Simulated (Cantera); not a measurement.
Feed: 1 mol B2O3, 12 mol H2O, 1.4 mol H2, equilibrated at 25.0 Pa.

Cantera equilibrium calculation (NASA polynomials, part measured and part estimated; ideal gas, pure solids and liquids). Candidate condensed phases: B, B2O3, B3O3H3, H2O; 23 gas species. Kinetics and transport are ignored. All values below are at 1825 K.

Base state: H2O 0.752, HBO2 0.133, H2 0.0973, H 0.00869, OH 0.00469, B2O3 0.00181, O2 0.00110, BO2 0.00101 (mole fractions); condensed: gas only.

Task: What changes in the equilibrium state with this change: H2O from 12 to 0.96 mol?

Result: 
| species | before | after |
|---|---|---|
| H2 | 0.0973 | 0.398 |
| HBO2 | 0.133 | 0.370 |
| B2O3 | 0.00181 | 0.105 |
| H2O | 0.752 | 0.101 |
| H | 0.00869 | 0.0176 |
| B2O2 | 8.99e-8 | 0.000159 |
| O2 | 0.00110 | 1.17e-6 |
